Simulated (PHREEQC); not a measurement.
## Copper plating or etch bath (model solution)

Solution (25 °C and 50 atm): 0.11 mol CuCl2, 0.00091 mol HBF4 and 0.00034 mol Na2SO4 per kg of water. Closed to the air; pH follows from the charge balance.

Model: ion-association model, phreeqc.dat, run in PHREEQC.

This is a speciation only: nothing precipitates in the calculation.

Task: Estimate the pH.

Result: pH 2.86.

Task: In which forms is F present?

Result: HF 37 %, F- 30 %, BF4- 15 %, CuF+ 13 %, BF3OH- 2.9 %, BF2(OH)2- 1.8 % of the F.

Under pressure, the constants of complexes without a molar volume in the database are unreliable. Real BF4- forms and hydrolyses slowly; the run takes it at equilibrium.
